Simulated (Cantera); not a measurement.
# Equilibrium for boron, boron nitride and boron oxide: BCl3 + N2

Charge: 1 mol BCl3, 37 mol N2, held at 1600 K and 10000 Pa.

Equilibrium computed with Cantera from the NASA thermochemical tables; the gas is ideal and each condensed phase is pure. Candidate condensed phases: B, BN; 10 gas species. The tables' values for BCl2 are old estimates; treat these amounts as uncertain. Kinetics and transport are ignored.

```json
{
  "x(N2)": "0.973",
  "x(BCl3)": "0.0261",
  "x(Cl)": "0.000509",
  "x(BCl2)": "0.000107",
  "x(BCl)": "7.19e-6",
  "x(Cl2)": "2.14e-6",
  "n(BN(s))": "0.00495 mol",
  "gas_amount": "38.01 mol",
  "log10 activity of B(s) (absent)": "-3.08"
}
```
